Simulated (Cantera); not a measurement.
Charge: 1 mol SiHCl3, 2.5 mol NH3, 1.3 mol N2, held at 1075 K and 1.00 bar.

Equilibrium computed with Cantera from the NASA thermochemical tables; the gas is ideal and each condensed phase is pure. Candidate condensed phases: NH4Cl, Si, Si3N4; 28 gas species. The tables' values for SiCl3 are old estimates; treat these amounts as uncertain. The numbers say what is thermodynamically allowed, not how fast it happens.

Base state: H2 0.413, HCl 0.296, N2 0.266, SiCl4 0.0248, SiHCl3 0.000430, NH3 5.01e-5, SiCl3 2.85e-5 (mole fractions); condensed: Si3N4(s).

What changes in the equilibrium state with this change: NH3 from 2.5 to 0.19 mol?


| species | before | after |
|---|---|---|
| N2 | 0.266 | 0.385 |
| HCl | 0.296 | 0.294 |
| SiCl4 | 0.0248 | 0.190 |
| H2 | 0.413 | 0.130 |
| NH3 | 5.01e-5 | 1.06e-5 |
| SiCl3 | 2.85e-5 | 0.000124 |
| Si3N4(s), mol | 0.270 | 0.152 |

What changes in the equilibrium state with this change: NH3 from 2.5 to 12 mol?


| species | before | after |
|---|---|---|
| H2 | 0.413 | 0.639 |
| N2 | 0.266 | 0.249 |
| HCl | 0.296 | 0.112 |
| SiCl4 | 0.0248 | 0.000220 |
| SiCl3 | 2.85e-5 | 8.33e-7 |
| SiHCl3 | 0.000430 | 1.56e-5 |
| Si3N4(s), mol | 0.270 | 0.331 |
